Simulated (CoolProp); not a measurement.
Methanol along the isotherm 97.45 °C: fugacity coefficient from the reference equation and from simpler models built on Tc = 240.2 °C, pc = 8.216 MPa, ω = 0.565; each cubic takes its own stable root.

Model: reference Helmholtz-energy equation of state, de Reuck 1993, in CoolProp.

```
p (MPa)   phase  reference
-------  ------  ---------
0.065       gas     0.9880
0.116       gas     0.9783
0.205       gas     0.9604
0.365    liquid     0.8334
0.65     liquid     0.4699
1.16     liquid     0.2653
2.05     liquid     0.1521
3.65     liquid    0.08741
6.5      liquid    0.05114
11.6     liquid    0.03083
20.5     liquid    0.01978
```

How far does each simpler model (Redlich-Kwong, Peng-Robinson) lie from the reference over these 11 states: mean and median of the absolute difference, and the worst?


- Redlich-Kwong: mean 111.6 %, median 173.9 %, worst +207.6 % at 97.45 °C and 20.5 MPa
- Peng-Robinson: mean 4.4 %, median 4.6 %, worst +9.6 % at 97.45 °C and 20.5 MPa

At some of these states Redlich-Kwong gives the other phase, because its saturation line lies elsewhere.
